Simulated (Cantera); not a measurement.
A perfectly stirred reactor is fed with NH3 : H2 = 1 : 1.7 (molar parts), at 0.0310 bar; it is held at 1775 K, and followed from long to short residence time.

Detailed kinetics in Cantera: the gas-phase N/H chemistry of the illustrative SiF4/NH3 mechanism in the Surface Chemkin manual (1991). Walls and surfaces, which speed up NH3 decomposition in real reactors, are not modelled.

Question: What does this change do: pressure from 0.0310 bar to 1.70 bar?

Answer: 
```csv
quantity,before,after
x(NH3) at τ = 18.0 s,0.134,0.0381
x(H2) at τ = 18.0 s,0.779,0.841
x(NH) at τ = 18.0 s,2.14e-6,2.57e-7
x(N2H4) at τ = 18.0 s,1.74e-9,3.20e-9
x(N2) at τ = 18.0 s,0.0861,0.121
x(NH3) at τ = 0.120 s,0.366,0.302
x(H2) at τ = 0.120 s,0.632,0.673
x(NH) at τ = 0.120 s,2.63e-6,1.14e-6
x(N2H4) at τ = 0.120 s,5.97e-9,1.15e-7
x(N2) at τ = 0.120 s,0.00151,0.0249
```

Question: What does this change do: temperature 1775 to 1748 K?

Answer: 
```json
[
 {"quantity": "x(NH3) at τ = 18.0 s", "before": "0.134", "after": "0.162"},
 {"quantity": "x(H2) at τ = 18.0 s", "before": "0.779", "after": "0.761"},
 {"quantity": "x(NH) at τ = 18.0 s", "before": "2.14e-6", "after": "1.81e-6"},
 {"quantity": "x(N2H4) at τ = 18.0 s", "before": "1.74e-9", "after": "2.22e-9"},
 {"quantity": "x(N2) at τ = 18.0 s", "before": "0.0861", "after": "0.0758"},
 {"quantity": "x(NH3) at τ = 0.120 s", "before": "0.366", "after": "0.367"},
 {"quantity": "x(H2) at τ = 0.120 s", "before": "0.632", "after": "0.631"},
 {"quantity": "x(NH) at τ = 0.120 s", "before": "2.63e-6", "after": "2.01e-6"},
 {"quantity": "x(N2H4) at τ = 0.120 s", "before": "5.97e-9", "after": "5.65e-9"},
 {"quantity": "x(N2) at τ = 0.120 s", "before": "0.00151", "after": "0.00103"}
]
```
